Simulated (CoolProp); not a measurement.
R1336mzz(E) at several states: density (kg/m³) from the reference equation and from simpler models built on Tc = 403.5 K, pc = 2.779 MPa, ω = 0.413; each cubic takes its own stable root.

The numbers come from the reference Helmholtz-energy equation of state, Akasaka 2023 in CoolProp.

```
T (K)  p (MPa)  phase  reference
-----  -------  -----  ---------
406.9   0.0686    gas      3.356
340      0.286    gas      17.89
279.2   0.0454    gas      3.280
333.7    0.286    gas      18.33
```

### Question
How far does each simpler model (ideal gas, van der Waals, Redlich-Kwong, Soave-Redlich-Kwong) lie from the reference over these 4 states: mean and median of the absolute difference, and the worst?

### Answer
- ideal gas: mean 4.5 %, median 4.7 %, worst -7.7 % at 333.7 K and 0.286 MPa
- van der Waals: mean 1.7 %, median 1.8 %, worst -2.9 % at 333.7 K and 0.286 MPa
- Redlich-Kwong: mean 0.9 %, median 1.0 %, worst -1.5 % at 333.7 K and 0.286 MPa
- Soave-Redlich-Kwong: mean 0.4 %, median 0.5 %, worst -0.7 % at 333.7 K and 0.286 MPa
